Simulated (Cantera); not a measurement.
# Premixed flame

A freely propagating, adiabatic, planar premixed flame of CH₄ : O₂ : N₂ = 1 : 2 : 9.2 (molar parts), equivalence ratio 1.0, unburnt at 400 K and 8.10 bar; mixture-averaged transport, grid criteria slope 0.08 and curve 0.16, no radiation.

Cantera simulation using GRI-Mech 3.0 (53 species, 325 reactions); the numbers are that mechanism's predictions, not measurements. Burning velocities carry a grid error of a few per cent, more on coarse grids.

| z (mm) | T (K) | u (m/s) | x CH₄ | x O₂ | x NO | x CO | x N₂O | x CH₂O |
|---|---|---|---|---|---|---|---|---|
| -0.485 | 401 | 0.142 | 0.0819 | 0.164 | <1e-8 | 9.05e-6 | <1e-8 | 2.29e-7 |
| -0.323 | 409 | 0.145 | 0.0812 | 0.163 | <1e-8 | 0.000108 | <1e-8 | 4.10e-6 |
| -0.242 | 436 | 0.155 | 0.0796 | 0.161 | 2.37e-8 | 0.000452 | <1e-8 | 2.16e-5 |
| -0.162 | 570 | 0.203 | 0.0719 | 0.151 | 2.47e-7 | 0.00242 | 1.75e-8 | 0.000157 |
| -0.0808 | 1044 | 0.374 | 0.0453 | 0.109 | 4.26e-6 | 0.0110 | 1.16e-7 | 0.000831 |
| -0.0404 | 1442 | 0.519 | 0.0225 | 0.0698 | 1.21e-5 | 0.0192 | 2.38e-7 | 0.000943 |
| 0 | 1829 | 0.657 | 0.00275 | 0.0280 | 2.23e-5 | 0.0241 | 4.03e-7 | 0.000241 |
| 0.0404 | 1976 | 0.706 | 2.44e-5 | 0.0119 | 3.25e-5 | 0.0153 | 5.62e-7 | 5.42e-6 |
| 0.0808 | 2031 | 0.723 | 1.66e-7 | 0.00808 | 3.69e-5 | 0.0102 | 5.79e-7 | 4.55e-8 |
| 0.162 | 2078 | 0.738 | <1e-8 | 0.00544 | 4.07e-5 | 0.00689 | 4.89e-7 | <1e-8 |
| 0.323 | 2110 | 0.748 | <1e-8 | 0.00368 | 4.44e-5 | 0.00475 | 3.45e-7 | <1e-8 |
| 0.646 | 2128 | 0.754 | <1e-8 | 0.00264 | 4.85e-5 | 0.00338 | 2.30e-7 | <1e-8 |
| 1.29 | 2136 | 0.756 | <1e-8 | 0.00215 | 5.40e-5 | 0.00269 | 1.75e-7 | <1e-8 |
x: mole fraction of selected species; z is measured from the peak of heat release.

```
Item                          Value
------------------------  ---------
laminar burning velocity  14.1 cm/s
thermal thickness          0.162 mm
peak x(CO)                   0.0244
peak x(CH₂O)                0.00101
grid points                     127
```
